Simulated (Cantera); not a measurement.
Charge: 1 mol trisilylamine, 0.44 mol N2, 0.13 mol NH3, held at 1.88 Torr.

Cantera equilibrium calculation (NASA polynomials, part measured and part estimated; ideal gas, pure solids and liquids). Candidate condensed phases: Si, Si3N4; 18 gas species. The feed counts by its element totals alone. The tables' values for SiN are old estimates; treat these amounts as uncertain. Gases not in the tables: Si2H6 and higher silanes. Equilibrium is a limit: real reactors are often held back by kinetics, nucleation or transport.

### Question
At 1873 K, list the 5 most abundant gas species with their mole fractions, and the condensed phases.

### Answer
H2 0.810, N2 0.175, H 0.0116, Si 0.00353, SiH 0.000148. Condensed: Si(l).
